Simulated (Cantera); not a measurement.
A Cantera script and what it prints.

```python
import numpy as np
import cantera as ct

gas_names = """
    N2O O2
""".split()
cond_names = """
    Cr2O3(s) Cr2O3(L) Cr2N(s)
""".split()


# ... load() reads the species with a 1 bar reference pressure and builds the phases ...
species = {s.name: s for s in load("nasa_gas.yaml", gas_names) + load("nasa_condensed.yaml", cond_names)}
# Each term lists the table entries of one substance; the one whose range holds T is used.
reactions = {
    '4 Cr2O3 + 2 N2O(g) = 7 O2(g) + 4 Cr2N':
        [(-4, ['Cr2O3(s)', 'Cr2O3(L)']), (-2, ['N2O']), (7, ['O2']), (4, ['Cr2N(s)'])],
}


def pick(names, T):
    return next(species[n] for n in names if species[n].thermo.min_temp <= T <= species[n].thermo.max_temp)


results = []
for label, terms in reactions.items():
    print(label)
    print("     T/K   dH/kJ  dS/(J/K)   dG/kJ   log10 K")
    for T in [300, 475, 575, 675, 775, 875, 975, 1075, 1175]:
        used = [(nu, pick(names, T)) for nu, names in terms]
        dH = sum(nu * s.thermo.h(T) for nu, s in used) / 1e6
        dS = sum(nu * s.thermo.s(T) for nu, s in used) / 1e3
        dG = dH - T * dS / 1e3
        logK = -dG * 1e6 / (ct.gas_constant * T * np.log(10))
        results.append((label, T, dH, dS, dG, logK, [s.name for _, s in used]))
        print(f"{T:8g} {dH:8.1f} {dS:8.1f} {dG:8.1f} {logK:8.2f}")
```

Result:

```
4 Cr2O3 + 2 N2O(g) = 7 O2(g) + 4 Cr2N
     T/K   dH/kJ  dS/(J/K)   dG/kJ   log10 K
     300   3874.9    935.9   3594.1  -625.77
     475   3866.1    911.8   3432.9  -377.51
     575   3863.0    906.0   3342.1  -303.60
     675   3859.9    901.0   3251.7  -251.63
     775   3856.7    896.6   3161.8  -213.10
     875   3854.1    893.5   3072.4  -183.41
     975   3852.5    891.6   2983.1  -159.81
    1075   3851.4    890.6   2894.0  -140.62
    1175   3851.1    890.3   2805.0  -124.69
```

Source: NASA polynomial tables (part measured, part estimated), evaluated in Cantera. Condensed species are held in their standard states even where they would react or evaporate.
